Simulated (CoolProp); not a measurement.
Vapour-liquid equilibrium of toluene (1) + ethylbenzene (2) at 0.739 MPa; x and y are mole fractions of (1).

Model: multi-fluid Helmholtz-energy mixture model, Lemmon 2006 and Zhou 2012; pair parameters Bell 2016, in CoolProp.

| x | bubble temperature, mixture model (°C) | bubble temperature, Raoult's law (°C) | y, mixture model | y, Raoult's law |
|---|---|---|---|---|
| 0.05 | 228.0 | 227.9 | 0.074 | 0.081 |
| 0.125 | 225.3 | 225.1 | 0.177 | 0.193 |
| 0.2 | 222.7 | 222.4 | 0.273 | 0.296 |
| 0.275 | 220.3 | 219.8 | 0.363 | 0.391 |
| 0.35 | 218.0 | 217.3 | 0.447 | 0.477 |
| 0.425 | 215.7 | 214.9 | 0.527 | 0.557 |
| 0.5 | 213.5 | 212.6 | 0.602 | 0.630 |
| 0.575 | 211.3 | 210.3 | 0.673 | 0.698 |
| 0.65 | 209.1 | 208.2 | 0.741 | 0.761 |
| 0.725 | 206.9 | 206.1 | 0.804 | 0.819 |
| 0.8 | 204.8 | 204.1 | 0.863 | 0.873 |
| 0.875 | 202.7 | 202.2 | 0.918 | 0.924 |
| 0.95 | 200.5 | 200.4 | 0.969 | 0.971 |

The largest gap from Raoult's law is +1.0 K in bubble temperature, at x = 0.575. No azeotrope shows between x = 0.05 and 0.95.

Pair parameters are fitted to limited data, so mixtures are less certain than the pure fluids.
